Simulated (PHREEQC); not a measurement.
Dissolve 9.6 mmol/kgw FeCl3 and 1.6 mmol/kgw NaCl at 25 °C. It is in equilibrium with CO2 at log p = -1 (atm). Otherwise closed; pH follows from the charge balance.

Equilibrium calculation in PHREEQC: ion-association model, wateq4f.dat.

No solid was allowed to form.

Question: Order these Fe species by the share of Fe that they hold, largest first: FeCl+2, Fe3(OH)4+5, Fe2(OH)2+4, Fe+3, FeOH+2.

Answer: Fe+3 (35 %), FeOH+2 (27 %), Fe2(OH)2+4 (19 %), FeCl+2 (13 %), Fe3(OH)4+5 (3.3 %)

The pH is 2.36 and the ionic strength 0.0496 mol/kgw. Examples of supersaturated solids here: Hematite (slow to form), Goethite (slow to form). Others may be too. Complexes and solids missing from the database can't appear.
